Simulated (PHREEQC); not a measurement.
Solution (65 °C): 0.021 mol NH4Cl and 1.8 mol NH3 per kg of water. Closed to the air; pH follows from the charge balance.

All values are PHREEQC results (ion-association model, phreeqc.dat), not measurements.

```
quantity                  before    after
------------------------  ------  -------
pH                         10.14    10.67
ionic strength (mol/kgw)  0.0230  0.00623
NH4+ (mol/kgw)            0.0230  0.00623
```

**Question.** What was changed between the two runs?
A) NH3 from 1.8 to 0.36 mol/kgw
B) temperature from 65 to 85 °C
C) NH4Cl from 0.021 to 0.21 mol/kgw
D) NH4Cl left out

**Answer.** D, NH4Cl left out

No solid was allowed to form. Away from 25 °C the constants follow the database's enthalpies or fits; those with neither stay at their 25 °C values.
